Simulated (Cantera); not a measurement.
A closed system holds: 1 mol Fe(CO)₅, 7 mol N₂, equilibrated at 977 °C and 750 Torr.

These are equilibrium values from Cantera (NASA tables, ideal gas, pure condensed phases), not measurements of a reactor. Candidate condensed phases: C, Fe, Fe(CO)₅, FeO, Fe₂O₃, Fe₃O₄; 27 gas species. Condensed phases not in the tables: cementite and carbon dissolved in iron. Equilibrium is a limit: real reactors are often held back by kinetics, nucleation or transport.

Base state: N₂ 0.584, CO 0.414, CO₂ 0.00165 (mole fractions); condensed: C(graphite) + Fe(γ).

Task: What changes in the equilibrium state with this change: pressure from 750 Torr to 2100 Torr?

Result: 
```json
[
 {"species": "N₂", "before": "0.584", "after": "0.586"},
 {"species": "CO", "before": "0.414", "after": "0.410"},
 {"species": "CO₂", "before": "0.00165", "after": "0.00452"},
 {"species": "C(graphite), mol", "before": "0.0198", "after": "0.0540"},
 {"species": "Fe(γ), mol", "before": "1.00", "after": "1.00"}
]
```
